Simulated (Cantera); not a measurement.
Charge: 1 mol SiH₄, 0.16 mol O₂, 3.5 mol N₂, at 850 K and 1.00 bar.

These are equilibrium values from Cantera (NASA tables, ideal gas, pure condensed phases), not measurements of a reactor. Candidate condensed phases: H₂O, Si, SiO₂, Si₂N₂O, Si₃N₄; 35 gas species. N₂ is the only nitrogen source here; it is nearly inert below about 1500 K, so the nitride shown seldom forms there in practice. Kinetics and transport are ignored.

Problem. What is the equilibrium state?

Solution. 
| Item | Result |
|---|---|
| x(N₂) | 0.595 |
| x(H₂) | 0.404 |
| x(NH₃) | 0.000368 |
| n(Si₂N₂O(s)) | 0.320 mol |
| n(Si₃N₄(s)) | 0.120 mol |
| gas amount | 4.938 mol |
| log10 activity of Si(s) (absent) | -9.34 |
